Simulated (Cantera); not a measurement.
A closed system holds: 1 mol CH3Cl, 0.5 mol H2, at 775 K and 0.100 bar.

Equilibrium computed with Cantera from the NASA thermochemical tables; the gas is ideal and each condensed phase is pure. Candidate condensed phases: C, C6H6, C7H8, C8H18; 91 gas species. Rates play no part.

Base state: H2 0.522, HCl 0.422, CH4 0.0557 (mole fractions); condensed: C(graphite).

Task: What changes in the equilibrium state with this change: temperature from 775 K to 1800 K?

Result: 
```
species           before     after
----------------  ------  --------
H2                 0.522     0.599
HCl                0.422     0.399
H                  <1e-9  0.000876
CH4               0.0557   2.76e-5
Cl                 <1e-9  0.000447
C2H2 (acetylene)   <1e-9  0.000105
C(graphite), mol   0.868     0.999
```
